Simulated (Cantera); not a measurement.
Input: 1 mol SiO2, 7.8 mol HCl, at 1.10 mbar.

These are equilibrium values from Cantera (NASA tables, ideal gas, pure condensed phases), not measurements of a reactor. Candidate condensed phases: H2O, Si, SiO2; 30 gas species. The tables hold silica as quartz up to 1696 K and as liquid above; real silica turns to tridymite and cristobalite and melts near 1996 K. The numbers say what is thermodynamically allowed, not how fast it happens.

Task: What share of the Si ends up in condensed phases as a function of T (K), at 1525, 1575, 1625, 1675, 1725, 1775, 1825?

Result: 
```json
[
 {"T (K)": "1525", "Si condensed (%)": "99.9", "as": "SiO2(β-quartz)"},
 {"T (K)": "1575", "Si condensed (%)": "99.8", "as": "SiO2(β-quartz)"},
 {"T (K)": "1625", "Si condensed (%)": "99.5", "as": "SiO2(β-quartz)"},
 {"T (K)": "1675", "Si condensed (%)": "99.0", "as": "SiO2(β-quartz)"},
 {"T (K)": "1725", "Si condensed (%)": "98.0", "as": "SiO2(condensed)"},
 {"T (K)": "1775", "Si condensed (%)": "96.2", "as": "SiO2(condensed)"},
 {"T (K)": "1825", "Si condensed (%)": "93.2", "as": "SiO2(condensed)"}
]
```
